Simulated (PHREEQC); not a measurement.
Synthetic water in mg/L, 60 °C, pH 2.93, pe 9.5: Na 190; K 14.8; Ca 91.1; Mg 46.7; Cl 152; S(6) as SO4 733; Si as SiO2 2.73.

Cl is adjusted to close the charge balance.
Valence states are taken as typed.

Computed with PHREEQC (ion-association model, wateq4f.dat).

Task: The ionic strength comes out as 0.0230 mol/kgw. What activity coefficients do Cl-, K+, Na+, HSO4-, SO4-2 get?

Result: Cl- 0.85, K+ 0.85, Na+ 0.86, HSO4- 0.86, SO4-2 0.54.

This is a speciation only: nothing precipitates in the calculation. Away from 25 °C the constants follow the database's enthalpies or fits; those with neither stay at their 25 °C values.
